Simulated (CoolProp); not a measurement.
Vapour-liquid equilibrium of dimethyl ether (1) + ethanol (2) at 0.751 bar; x and y are mole fractions of (1).

The numbers come from the multi-fluid Helmholtz-energy mixture model, Wu 2011 and Schroeder 2014; pair parameters Bell 2016 in CoolProp.

| x | bubble temperature (K) | y at the bubble point | dew temperature at overall composition x (K) | liquid density (mol/L) |
|---|---|---|---|---|
| 0.05 | 307.9 | 0.824 | 342.9 | 16.76 |
| 0.125 | 281.5 | 0.965 | 341.0 | 17.13 |
| 0.2 | 269.4 | 0.986 | 338.9 | 17.24 |
| 0.275 | 262.3 | 0.992 | 336.6 | 17.25 |
| 0.35 | 257.6 | 0.995 | 334.2 | 17.22 |
| 0.425 | 254.3 | 0.997 | 331.5 | 17.15 |
| 0.5 | 251.8 | 0.997 | 328.5 | 17.07 |
| 0.575 | 249.9 | 0.998 | 325.0 | 16.97 |
| 0.65 | 248.3 | 0.998 | 321.1 | 16.85 |
| 0.725 | 246.9 | 0.999 | 316.3 | 16.72 |
| 0.8 | 245.6 | 0.999 | 310.2 | 16.58 |
| 0.875 | 244.2 | 0.999 | 301.8 | 16.43 |
| 0.95 | 242.8 | 1.000 | 286.9 | 16.27 |

No azeotrope shows between x = 0.05 and 0.95.

The pair parameters rest on a limited set of measurements; away from them the model extrapolates. With so large a gap from Raoult's law the liquid may split in two, which this calculation doesn't test in full.
